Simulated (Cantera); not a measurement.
A Cantera script and its output.

```python
import numpy as np
import cantera as ct

gas = ct.Solution("h2o2.yaml")
gas.TPX = 1025, 680, {'H2': 0.013, 'O2': 1, 'N2': 0.1}
reactor = ct.IdealGasConstPressureReactor(gas, energy="off", clone=False)
net = ct.ReactorNet([reactor])
net.rtol, net.atol = 1e-08, 1e-18
show = ['H2', 'O2', 'O', 'OH', 'H']
times = np.geomspace(1e-05, 4, 15)

steps = ct.SolutionArray(gas, extra=["t"])
rows = []
print(f"{'t/s':>10s}{'T/K':>9s}{'P/Pa':>11s}" + "".join(f"{s:>11s}" for s in show))
for t in times:
    while net.time < t:
        t_next = net.step()
        steps.append(gas.state, t=t_next)
    rows.append([np.interp(t, steps.t, y) for y in (steps.T, steps.P, *steps(*show).X.T)])
    print(f"{t:10.3e}{rows[-1][0]:9.1f}{rows[-1][1]:11.4g}" + "".join(f"{x:11.3e}" for x in rows[-1][2:]))
rate = np.gradient(steps.T, steps.t)
print("integrator steps:", len(steps.t))
if steps.T.max() > steps.T[0] + 200:
    print(f"time of steepest temperature rise: {steps.t[rate.argmax()]:.4e} s")
gas.TPX = 1025, 680, {'H2': 0.013, 'O2': 1, 'N2': 0.1}
gas.equilibrate("TP")
print(f"equilibrium (TP): T = {gas.T:.1f} K  " + "  ".join(f"{s} {gas[s].X[0]:.3e}" for s in show))
```

Output:

```
       t/s      T/K       P/Pa         H2         O2          O         OH          H
 1.000e-05   1025.0        680  1.168e-02  8.985e-01  2.123e-14  2.116e-14  9.907e-13
 2.513e-05   1025.0        680  1.168e-02  8.985e-01  1.307e-13  1.298e-13  2.413e-12
 6.314e-05   1025.0        680  1.168e-02  8.985e-01  7.794e-13  7.652e-13  5.627e-12
 1.587e-04   1025.0        680  1.168e-02  8.985e-01  4.362e-12  4.162e-12  1.198e-11
 3.986e-04   1025.0        680  1.168e-02  8.985e-01  2.158e-11  1.919e-11  2.246e-11
 1.002e-03   1025.0        680  1.168e-02  8.985e-01  9.730e-11  7.425e-11  4.315e-11
 2.517e-03   1025.0        680  1.168e-02  8.985e-01  5.221e-10  3.241e-10  1.312e-10
 6.325e-03   1025.0        680  1.168e-02  8.985e-01  7.012e-09  3.887e-09  1.398e-09
 1.589e-02   1025.0        680  1.168e-02  8.985e-01  2.226e-06  1.219e-06  4.340e-07
 3.993e-02   1025.0        680  8.214e-04  8.901e-01  7.011e-03  9.929e-04  1.640e-03
 1.003e-01   1025.0        680  5.731e-05  8.911e-01  6.693e-03  4.231e-04  6.486e-04
 2.521e-01   1025.0        680  3.299e-05  8.939e-01  3.888e-03  3.208e-04  2.848e-04
 6.335e-01   1025.0        680  1.243e-05  8.964e-01  1.474e-03  1.970e-04  6.611e-05
 1.592e+00   1025.0        680  3.061e-06  8.975e-01  3.706e-04  9.868e-05  8.316e-06
 4.000e+00   1025.0        680  5.948e-07  8.978e-01  7.423e-05  4.426e-05  7.467e-07
integrator steps: 1366
equilibrium (TP): T = 1025.0 K  H2 2.737e-11  O2 8.979e-01  O 3.817e-09  OH 3.189e-07  H 2.782e-13
```

Computed with Cantera and the H2/O2 subset of GRI-Mech 3.0, which has no nitrogen chemistry. Radical loss at walls, strong at low pressure, is not modelled.
